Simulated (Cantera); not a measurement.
An isothermal plug-flow reactor at 850 K and 0.260 bar (inlet), inlet velocity 1.1 m/s, active area per volume 120 1/m; feed 0.393 % H₂, 2.58 % O₂, 97.0 % N₂.

Computed with Cantera and Deutschmann's 1995 Pt surface mechanism with GRI-Mech 3.0 gas chemistry. Catalytic surfaces can have several steady states; this one follows from the mechanism file's or the stated starting coverage. Mass transfer to the wall is taken as infinitely fast.

x: gas mole fraction; θ: surface coverage.

```json
[
 {"z (m)": "0.00033", "x H₂": "___", "x O₂": "0.0252", "x H₂O": "0.00117", "θ free Pt": "0.251", "θ O*": "0.748"},
 {"z (m)": "0.00055", "x H₂": "___", "x O₂": "0.0250", "x H₂O": "0.00168", "θ free Pt": "0.228", "θ O*": "0.771"},
 {"z (m)": "0.00092", "x H₂": "___", "x O₂": "0.0247", "x H₂O": "0.00227", "θ free Pt": "0.204", "θ O*": "0.795"},
 {"z (m)": "0.0015", "x H₂": "___", "x O₂": "0.0244", "x H₂O": "0.00286", "θ free Pt": "0.185", "θ O*": "0.814"},
 {"z (m)": "0.0026", "x H₂": "___", "x O₂": "0.0241", "x H₂O": "0.00342", "θ free Pt": "0.170", "θ O*": "0.830"},
 {"z (m)": "0.0043", "x H₂": "___", "x O₂": "0.0240", "x H₂O": "0.00376", "θ free Pt": "0.161", "θ O*": "0.838"},
 {"z (m)": "0.0072", "x H₂": "___", "x O₂": "0.0239", "x H₂O": "0.00391", "θ free Pt": "0.158", "θ O*": "0.841"},
 {"z (m)": "0.012", "x H₂": "___", "x O₂": "0.0239", "x H₂O": "0.00394", "θ free Pt": "0.158", "θ O*": "0.841"},
 {"z (m)": "0.02", "x H₂": "___", "x O₂": "0.0239", "x H₂O": "0.00394", "θ free Pt": "0.158", "θ O*": "0.842"},
 {"z (m)": "0.033", "x H₂": "5.47e-12", "x O₂": "0.0239", "x H₂O": "0.00394", "θ free Pt": "0.158", "θ O*": "0.842"}
]
```

**Question.** Fill in the missing entries.

**Answer.** 
- 0.00033, x H₂: 0.00276
- 0.00055, x H₂: 0.00226
- 0.00092, x H₂: 0.00166
- 0.0015, x H₂: 0.00108
- 0.0026, x H₂: 0.000514
- 0.0043, x H₂: 0.000175
- 0.0072, x H₂: 2.97e-5
- 0.012, x H₂: 1.61e-6
- 0.02, x H₂: 1.27e-8
